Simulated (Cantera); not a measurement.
Input: 1 mol PbO, a varied amount of CO, 0.26 mol N2, equilibrated at 1027 °C and 3.30 bar.

These are equilibrium values from Cantera (NASA tables, ideal gas, pure condensed phases), not measurements of a reactor. Candidate condensed phases: C, Pb, PbO, PbO2, Pb3O4; 27 gas species. Each liquid is taken as pure. Mutual solubility and eutectic melting of coexisting phases are not modelled. Gases not in the tables: (PbO)n polymers. Kinetics and transport are ignored.

Task: At 0.23 mol CO, list the 4 most abundant gas species with their mole fractions, and the condensed phases.

Result: N2 0.530, CO2 0.469, Pb 0.000795, CO 0.000400. Condensed: Pb(l) + PbO(l).
